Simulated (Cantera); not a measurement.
Cantera run:

```python
import numpy as np
import cantera as ct

gas_names = """
    B BH BH2 BH3 BN BO BO2 B2 B2O B2O2 B2O3 B3O3H3 H HBO HBO2 HNO HNO2 HNO3 HO2 H2 H2O H2O2 H3B3O6 N NH
    NH2 NH3 NH2OH NO NO2 NO3 N2 N2H2 N2H4 N2O O OH O2 O3
""".split()
cond_names = """
    B(b) B(L) BN(s) B2O3(L) B3O3H3(cr) H2O(s) H2O(L)
""".split()


# ... load() reads the species with a 1 bar reference pressure and builds the phases ...
atoms = {
    'B2H6': {'B': 2, 'H': 6},
    'NH3': {'N': 1, 'H': 3},
    'H2': {'H': 2},
    'H2O': {'H': 2, 'O': 1},
}
top_T = {'BN(s)': 3200}  # K; cautious upper limits of use, not melting points


# ... equilibrate(T, P, feed) seeds the gas with the atoms and calls Mixture.equilibrate('TP', solver="vcs", rtol=1e-11, max_steps=5000) ...
results = []
feed = {'B2H6': 1, 'NH3': 0.26, 'H2': 0.68, 'H2O': 9.7}  # mol
T = 1875  # K
P = 1333.22  # Pa
mix = equilibrate(T, P, feed)
results.append((T, P, feed, dict(zip(mix.species_names, mix.species_moles))))
print(gas.report(threshold=1e-05))
for i in range(1, mix.n_phases):
    print(f"{mix.phase(i).name:16s} {mix.phase_moles(i):12.5e} mol")
```

Output:

```
       temperature   1875 K
          pressure   1333.2 Pa
           density   0.0011925 kg/m^3
  mean mol. weight   13.944 kg/kmol
   phase of matter   gas

                          1 kg             1 kmol
                     ---------------   ---------------
          enthalpy       -7.4165e+06       -1.0341e+08  J
   internal energy       -8.5345e+06         -1.19e+08  J
           entropy             20244        2.8227e+05  J/K
    Gibbs function       -4.5373e+07       -6.3267e+08  J
 heat capacity c_p            3290.5             45881  J/K
 heat capacity c_v            2694.2             37567  J/K

                      mass frac. Y      mole frac. X     chem. pot. / RT
                     ---------------   ---------------   ---------------
                BO        0.00014094        7.3307e-05           -42.081
               BO2        0.00030273        9.8607e-05           -65.707
              B2O3          0.017463         0.0034977           -107.79
                 H        0.00028169         0.0038966           -12.173
               HBO         0.0010758        0.00053927           -54.254
              HBO2           0.39665           0.12623           -77.881
                H2          0.068115           0.47112           -24.347
               H2O           0.49817           0.38559           -47.974
                N2           0.01749         0.0087055           -35.786
                OH        0.00030325        0.00024863             -35.8
     [  +29 minor]        1.3125e-05        5.1075e-06

B(b)              0.00000e+00 mol
BN(s)             0.00000e+00 mol
B2O3(L)           0.00000e+00 mol
B3O3H3(cr)        0.00000e+00 mol
```

These are equilibrium values from Cantera (NASA tables, ideal gas, pure condensed phases), not measurements of a reactor. The feed counts by its element totals alone.
